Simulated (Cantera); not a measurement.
# Adiabatic ignition

An adiabatic, constant-volume homogeneous reactor starts with CH₄ : O₂ : N₂ : CO₂ = 1 : 2.47 : 9.28 : 0.11 (molar parts), at 1425 K and 1.01 bar.

Cantera simulation using GRI-Mech 3.0 (53 species, 325 reactions); the numbers are that mechanism's predictions, not measurements.

| t (s) | T (K) | P (bar) | x CH₄ | x O₂ | x CH₃ | x N₂O | x CH₂CO | x H |
|---|---|---|---|---|---|---|---|---|
| 5.00e-6 | 1425 | 1.01 | 0.0778 | 0.192 | 1.81e-7 | <1e-12 | <1e-12 | 2.36e-9 |
| 1.64e-5 | 1425 | 1.01 | 0.0778 | 0.192 | 6.35e-7 | <1e-12 | <1e-12 | 2.71e-9 |
| 5.35e-5 | 1425 | 1.01 | 0.0778 | 0.192 | 2.45e-6 | 6.15e-12 | <1e-12 | 4.18e-9 |
| 0.000175 | 1425 | 1.01 | 0.0777 | 0.192 | 1.26e-5 | 5.30e-11 | 1.23e-12 | 1.32e-8 |
| 0.000572 | 1426 | 1.01 | 0.0775 | 0.192 | 7.53e-5 | 3.27e-10 | 3.12e-9 | 8.92e-8 |
| 0.00187 | 1455 | 1.04 | 0.0726 | 0.188 | 0.000333 | 4.93e-9 | 6.76e-6 | 2.34e-6 |
| 0.00612 | 2789 | 2.05 | <1e-12 | 0.0396 | <1e-12 | 1.11e-6 | <1e-12 | 0.00540 |
| 0.0200 | 2789 | 2.05 | <1e-12 | 0.0395 | <1e-12 | 1.11e-6 | <1e-12 | 0.00540 |
| 0.0654 | 2789 | 2.05 | <1e-12 | 0.0395 | <1e-12 | 1.11e-6 | <1e-12 | 0.00540 |
| 0.214 | 2789 | 2.05 | <1e-12 | 0.0395 | <1e-12 | 1.11e-6 | <1e-12 | 0.00540 |
| 0.700 | 2789 | 2.05 | <1e-12 | 0.0395 | <1e-12 | 1.11e-6 | <1e-12 | 0.00540 |
x: mole fraction; the columns are a selection and need not sum to one.

- time of steepest temperature rise: 2.27 ms
- temperature at 0.700 s: 2789 K
- equilibrium temperature: 2789 K
- x(CH₄) at 0.700 s: <1e-12 (gas-phase equilibrium <1e-12)
- x(O₂) at 0.700 s: 0.0395 (gas-phase equilibrium 0.0395)
- x(CH₃) at 0.700 s: <1e-12 (gas-phase equilibrium <1e-12)
